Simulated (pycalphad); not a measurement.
All values are pycalphad results on the COST 507 light-alloy database (1999) (1 atm), not direct measurements. The data set is of 1999 and partly superseded. Kinetics are ignored, which matters at the lower temperatures.

Molar enthalpy of Si-28.54Cu (wt.%) in equilibrium (SER reference):

| T (K) | H (kJ/mol) | phases |
|---|---|---|
| 1850 | 83.19 | liquid |
| 1775 | 81.10 | liquid |
| 1700 | 79.02 | liquid |
| 1625 | 76.93 | liquid |
| 1600 | 76.23 | liquid |
| 1550 | 58.61 | liquid + diamond (Si) |
| 1475 | 45.39 | diamond (Si) + liquid |
| 1400 | 37.54 | diamond (Si) + liquid |
| 1325 | 32.19 | diamond (Si) + liquid |
| 1250 | 28.27 | diamond (Si) + liquid |
| 1175 | 25.14 | diamond (Si) + liquid |
| 1100 | 22.46 | diamond (Si) + liquid |
| 1050 | 19.03 | diamond (Si) + CU19SI6_ETA |
| 1025 | 18.36 | diamond (Si) + CU19SI6_ETA |
| 950 | 16.37 | diamond (Si) + CU19SI6_ETA |
| 875 | 14.40 | diamond (Si) + CU19SI6_ETA |
| 800 | 12.46 | diamond (Si) + CU19SI6_ETA |
| 725 | 10.54 | diamond (Si) + CU19SI6_ETA |
| 650 | 8.66 | diamond (Si) + CU19SI6_ETA |
| 575 | 6.81 | diamond (Si) + CU19SI6_ETA |
| 500 | 5.01 | diamond (Si) + CU19SI6_ETA |

Cooling from 1600 K to 1050 K, across the freezing range, releases 57.2 kJ/mol, or 1710 J/g. The slope is 28 J/(mol K) in the liquid and 27 J/(mol K) just below the solidus, where it includes any heat of precipitation. Liquidus 1599 K, solidus 1074 K. Changes were sought between steps of 25 K, so a narrower field can be missed.

Database names, with the compositions (at.%) that they take in these runs: CU19SI6_ETA: Cu 76 Si 24.
